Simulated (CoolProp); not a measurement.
A simple Rankine cycle with R236FA: condensing at 296.15 K, boiler at 2.68 MPa, turbine inlet 394.1 K, turbine efficiency 0.75, pump efficiency 0.8, no recuperator. Each further row changes one setting.

The numbers come from the reference Helmholtz-energy equation of state, Pan 2012 in CoolProp.

```json
[
 {"case": "as stated", "thermal efficiency (%)": "?", "net work (kJ/kg)": "?", "heat in (kJ/kg)": "198", "turbine exit temperature (K)": "326.5", "volume ratio over the turbine": "14.8"},
 {"case": "condensing temperature 288.15 K", "thermal efficiency (%)": "13.4", "net work (kJ/kg)": "?", "heat in (kJ/kg)": "208", "turbine exit temperature (K)": "321.6", "volume ratio over the turbine": "19.5"},
 {"case": "boiler pressure 1.88 MPa", "thermal efficiency (%)": "11.3", "net work (kJ/kg)": "?", "heat in (kJ/kg)": "?", "turbine exit temperature (K)": "346.9", "volume ratio over the turbine": "8.36"},
 {"case": "turbine efficiency 0.65", "thermal efficiency (%)": "?", "net work (kJ/kg)": "?", "heat in (kJ/kg)": "198", "turbine exit temperature (K)": "330.4", "volume ratio over the turbine": "?"}
]
```

Problem. Complete the blanks.

Solution. 
- as stated, thermal efficiency (%): 12.4
- as stated, net work (kJ/kg): 24.6
- condensing temperature 288.15 K, net work (kJ/kg): 27.9
- boiler pressure 1.88 MPa, net work (kJ/kg): 24.4
- boiler pressure 1.88 MPa, heat in (kJ/kg): 216
- turbine efficiency 0.65, thermal efficiency (%): 10.6
- turbine efficiency 0.65, net work (kJ/kg): 21.0
- turbine efficiency 0.65, volume ratio over the turbine: 15.0
